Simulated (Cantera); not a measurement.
An isothermal, constant-pressure homogeneous reactor starts with 0.177 % CO, 1.28 % O2, 0.207 % H2O, 98.3 % N2, at 1448 K and 170000 Pa.

Cantera simulation using GRI-Mech 3.0 (53 species, 325 reactions); the numbers are that mechanism's predictions, not measurements.

x: mole fraction; the columns are a selection and need not sum to one.

```json
[
 {"t (s)": "0.000100", "x CO": "0.00177", "x O2": "0.0128", "x H2O": "0.00207", "x NO": "<1e-12", "x OH": "1.32e-9", "x HO2": "3.11e-10"},
 {"t (s)": "0.000387", "x CO": "0.00177", "x O2": "0.0128", "x H2O": "0.00207", "x NO": "<1e-12", "x OH": "1.81e-8", "x HO2": "1.78e-9"},
 {"t (s)": "0.00150", "x CO": "0.00176", "x O2": "0.0128", "x H2O": "0.00206", "x NO": "1.13e-11", "x OH": "3.22e-6", "x HO2": "2.25e-7"},
 {"t (s)": "0.00578", "x CO": "0.000426", "x O2": "0.0121", "x H2O": "0.00202", "x NO": "1.83e-7", "x OH": "6.90e-5", "x HO2": "1.22e-6"},
 {"t (s)": "0.0224", "x CO": "…", "x O2": "0.0119", "x H2O": "0.00206", "x NO": "…", "x OH": "…", "x HO2": "…"},
 {"t (s)": "0.0865", "x CO": "1.04e-6", "x O2": "0.0119", "x H2O": "0.00206", "x NO": "4.48e-7", "x OH": "6.94e-6", "x HO2": "1.44e-8"},
 {"t (s)": "0.334", "x CO": "4.40e-8", "x O2": "0.0119", "x H2O": "0.00207", "x NO": "4.55e-7", "x OH": "3.34e-6", "x HO2": "2.99e-9"},
 {"t (s)": "1.29", "x CO": "2.73e-8", "x O2": "0.0119", "x H2O": "0.00207", "x NO": "4.58e-7", "x OH": "3.02e-6", "x HO2": "2.52e-9"},
 {"t (s)": "5.00", "x CO": "2.73e-8", "x O2": "0.0119", "x H2O": "0.00207", "x NO": "4.69e-7", "x OH": "3.02e-6", "x HO2": "2.52e-9"}
]
```

Q: Complete the blanks.

A: 
- 0.0224, x CO: 2.60e-5
- 0.0224, x NO: 4.00e-7
- 0.0224, x OH: 2.07e-5
- 0.0224, x HO2: 1.64e-7
